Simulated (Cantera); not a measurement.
A Cantera script and what it prints.

```python
import numpy as np
import cantera as ct

gas_names = """
    AL ALH ALN ALO ALOH ALO2 ALO2H AL2 AL2O AL2O2 H HALO HNO HNO2 HNO3 HO2 H2 H2O H2O2 N NH NH2 NH3
    NH2OH NO NO2 NO3 N2 N2H2 N2H4 N2O O OH O2 O3
""".split()
cond_names = """
    AL(cr) AL(L) ALN(s) AL2O3(a) AL2O3(L) H2O(s) H2O(L)
""".split()


# ... load() reads the species with a 1 bar reference pressure and builds the phases ...
atoms = {
    'AlN': {'AL': 1, 'N': 1},
    'O2': {'O': 2},
    'H2': {'H': 2},
}
top_T = {'ALN(s)': 2750}  # K; cautious upper limits of use, not melting points


# ... equilibrate(T, P, feed) seeds the gas with the atoms and calls Mixture.equilibrate('TP', solver="vcs", rtol=1e-11, max_steps=5000) ...
results = []
feed = {'AlN': 1, 'O2': 2.2, 'H2': 0.82}  # mol
T = 800  # K
P = 28000  # Pa
mix = equilibrate(T, P, feed)
results.append((T, P, feed, dict(zip(mix.species_names, mix.species_moles))))
x = sorted(zip(gas.X, gas.species_names), reverse=True)
print(f"T = {T:g} K  P = {P:g} Pa  gas = {mix.phase_moles(0):.4g} mol")
print("   x: " + "  ".join(f"{s} {v:.3e}" for v, s in x if v > 0.0001))
print("   condensed (mol): " + ("  ".join(f"{mix.phase(i).name} {mix.phase_moles(i):.4g}"
      for i in range(1, mix.n_phases) if mix.phase_moles(i) > 1e-12) or "none"))
```

It prints:

```
T = 800 K  P = 28000 Pa  gas = 2.36 mol
   x: O2 4.407e-01  H2O 3.475e-01  N2 2.119e-01
   condensed (mol): AL2O3(a) 0.5
```

Equilibrium computed with Cantera from the NASA thermochemical tables; the gas is ideal and each condensed phase is pure.
